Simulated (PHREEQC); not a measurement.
Consider water at 70 °C with 0.0011 mol MgCl2, 0.0057 mol Na2HPO4 and 0.0001 mol MgSO4 per kg of water. Closed to the air; pH follows from the charge balance.

The numbers come from PHREEQC with the ion-association model, phreeqc.dat.

| quantity | before | after |
|---|---|---|
| pH | 8.01 | 8.55 |
| ionic strength (mol/kgw) | 0.0166 | 0.0169 |
| HPO4-2 (mol/kgw) | 0.00435 | 0.00541 |
| MgHPO4 (mol/kgw) | 0.000588 | 2.95e-5 |
| H2PO4- (mol/kgw) | 0.000362 | 0.000130 |
| MgPO4- (mol/kgw) | 0.000343 | 5.95e-5 |

### Question
What was changed between the two runs?
(A) 0.0089 mol/kgw FeSO4 added
(B) temperature from 70 to 25 °C
(C) MgCl2 from 0.0011 to 0.00121 mol/kgw
(D) temperature from 70 to 80 °C
(E) MgCl2 left out

### Answer
E, MgCl2 left out

No solid was allowed to form. Away from 25 °C the constants follow the database's enthalpies or fits; those with neither stay at their 25 °C values.
